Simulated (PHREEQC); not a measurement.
A solution holds 0.023 mol/kgw KH2PO4 and 0.029 mol/kgw HF, at 45 °C. Closed to the air; pH follows from the charge balance.

Computed with PHREEQC (ion-association model, phreeqc.dat).

```tsv
quantity	before	after
pH	2.75	3.71
ionic strength (mol/kgw)	0.0250	0.000428
H2PO4- (mol/kgw)	0.0180	0.000222
H3PO4 (mol/kgw)	0.00505	7.71e-6
HPO4-2 (mol/kgw)	1.10e-6	8.53e-8
KHPO4- (mol/kgw)	2.64e-8	3.47e-11
```

Which change was made?
A. diluted 100-fold with water
B. HF from 0.029 to 0.0058 mol/kgw
C. HF from 0.029 to 0.0319 mol/kgw
D. HF left out

A, diluted 100-fold with water

This is a speciation only: nothing precipitates in the calculation. At this temperature some constants are extrapolated from 25 °C, and those without enthalpy data are left unchanged.
